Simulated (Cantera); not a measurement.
A diamond (100) surface in a fixed gas of H2 with x(CH4) = 0.0046, x(H) = 0.00068, x(CH3) = 0.00055, 24.0 Torr; coverages are run to steady state.

Cantera simulation using the Harris–Goodwin 1993 mechanism for the reconstructed diamond (100) surface; the numbers are that mechanism's predictions, not measurements.

One state of this run: growth (µm/h) = 4.11; θ c6HH = 0.458; θ c6H* = 0.0157; θ c6*H = 0.301; θ c6** = 0.00666; θ c6HM = 0.155. θ: site fractions in the mechanism's names (c6HH fully hydrogenated, c6H* and c6*H radical sites, c6** diradical, c6HM methylated).

Problem. Which value of T (K) does it belong to?
A. 1225
B. 1175
C. 1025
D. 1125

Solution. C, 1025
